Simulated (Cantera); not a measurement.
A freely propagating, adiabatic, planar premixed flame of CH4 : O2 : N2 = 1 : 1.54 : 5.78 (molar parts), unburnt at 450 K and 0.0987 atm; mixture-averaged transport, grid criteria slope 0.08 and curve 0.16, no radiation.

Computed with Cantera and GRI-Mech 3.0 (53 species, 325 reactions). Burning velocities carry a grid error of a few per cent, more on coarse grids.

**Question.** How do the results move with these cheaper or finer settings: unity-Lewis-number transport; multicomponent transport; multicomponent+Soret transport; grid criteria slope 0.5, curve 1; grid criteria slope 0.25, curve 0.5; grid criteria slope 0.03, curve 0.06?

**Answer.** 
```
setting                               laminar burning velocity  thermal thickness  peak x(CH2CO)  peak x(C2H4)  grid points
------------------------------------  ------------------------  -----------------  -------------  ------------  -----------
as above                                             93.6 cm/s            3.11 mm       0.000166       0.00104          167
unity-Lewis-number transport                         55.7 cm/s            4.22 mm       0.000101      0.000754          146
multicomponent transport                             93.3 cm/s            3.16 mm       0.000168       0.00106          167
multicomponent+Soret transport                       92.9 cm/s            3.11 mm       0.000164       0.00102          168
grid criteria slope 0.5, curve 1                      104 cm/s            3.51 mm       0.000165       0.00102           51
grid criteria slope 0.25, curve 0.5                  96.4 cm/s            3.25 mm       0.000164       0.00103           82
grid criteria slope 0.03, curve 0.06                 92.1 cm/s            3.07 mm       0.000166       0.00104          362
```
The base run took about 60 core-seconds (a rough figure).
Unity Lewis numbers drop preferential diffusion, which matters most where H2 and H carry the flame; Soret adds thermal diffusion.
